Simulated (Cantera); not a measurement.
# Equilibrium for silicon epitaxy and polysilicon growth: SiH4 + Cl2 + H2

Charge: 1 mol SiH4, 0.0039 mol Cl2, 48 mol H2, equilibrated at 11.0 mbar.

Cantera equilibrium calculation (NASA polynomials, part measured and part estimated; ideal gas, pure solids and liquids). Candidate condensed phases: Si; 19 gas species. Gases not in the tables: Si2H6 and higher silanes. Rates play no part.

```tsv
T (K)	x H2	x H	x Si	x HCl	x SiH	x SiH2	n Si(s)	n Si(l)
948	1.000	5.00e-9	<1e-12	0.000156	<1e-12	1.90e-11	1.000	0
1023	1.000	3.95e-8	<1e-12	0.000156	<1e-12	1.80e-10	1.000	0
1098	1.000	2.36e-7	1.97e-12	0.000156	6.31e-12	1.25e-9	1.000	0
1173	1.000	1.12e-6	4.50e-11	0.000156	8.45e-11	6.81e-9	1.000	0
1248	1.000	4.45e-6	7.05e-10	0.000156	8.25e-10	3.01e-8	1.000	0
1323	1.000	1.51e-5	8.06e-9	0.000156	6.20e-9	1.13e-7	1.000	0
1398	1.000	4.51e-5	7.08e-8	0.000156	3.74e-8	3.66e-7	1.000	0
1473	1.000	0.000121	4.98e-7	0.000156	1.88e-7	1.05e-6	1.000	0
1548	1.000	0.000294	2.89e-6	0.000156	8.02e-7	2.72e-6	1.000	0
1623	0.999	0.000659	1.42e-5	0.000156	2.99e-6	6.46e-6	0.999	0
1698	0.998	0.00138	5.97e-5	0.000155	9.74e-6	1.39e-5	0	0.996
1773	0.997	0.00271	0.000194	0.000155	2.50e-5	2.46e-5	0	0.988
```
x: gas mole fraction; n: condensed amount in mol.

From 948 K to 1623 K the condensed part is Si(s). From 1698 K to 1773 K the condensed part is Si(l). The main Si-bearing gas is SiCl2 at 948 K and Si at 1773 K.
